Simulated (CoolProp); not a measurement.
Vapour-liquid equilibrium of ethanol (1) + toluene (2) at 414.5 K; x and y are mole fractions of (1).

Values from CoolProp's multi-fluid Helmholtz-energy mixture model, Schroeder 2014 and Lemmon 2006; pair parameters Bell 2016.

Problem. Give the bubble pressure and the first vapour's composition at x = 0.05, 0.125, 0.8. Is there an azeotrope?

Solution. x = 0.05: 0.3320 MPa, y = 0.331; x = 0.125: 0.4493 MPa, y = 0.522; x = 0.8: 0.7536 MPa, y = 0.857. No azeotrope shows between x = 0.05 and 0.95.

Pair parameters are fitted to limited data, so mixtures are less certain than the pure fluids. With so large a gap from Raoult's law the liquid may split in two, which this calculation doesn't test in full.
